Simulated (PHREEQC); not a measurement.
# Leach liquor

Consider water at 80 °C with 0.004 mol HCl, 0.0015 mol ZnSO4 and 0.00016 mol Na2SO4 per kg of water. Closed to the air; pH follows from the charge balance.

The numbers come from PHREEQC with the ion-association model, wateq4f.dat.

* **pH**: 2.52
* **ionic strength**: 0.00832 mol/kgw
* **total alkalinity**: -4.00 meq/kg

```
species     molality  activity   log γ
----------  --------  --------  ------
Cl-          0.00393   0.00353  -0.047
H+           0.00330   0.00300  -0.041
Zn+2         0.00128  0.000853  -0.176
SO4-2       0.000803  0.000530  -0.181
HSO4-       0.000703  0.000633  -0.046
Na+         0.000319  0.000287  -0.046
ZnSO4       0.000151  0.000151   0.001
ZnCl+        6.98e-5   6.27e-5  -0.046
NaSO4-       1.13e-6   1.02e-6  -0.045
Zn(SO4)2-2   6.98e-7   4.55e-7  -0.185
ZnCl2        2.79e-7   2.79e-7   0.001
ZnOH+        1.17e-8   1.06e-8  -0.046
ZnCl3-       1.63e-9   1.46e-9  -0.046
```

No solid was allowed to form. Constants without temperature data keep their 25 °C values here.
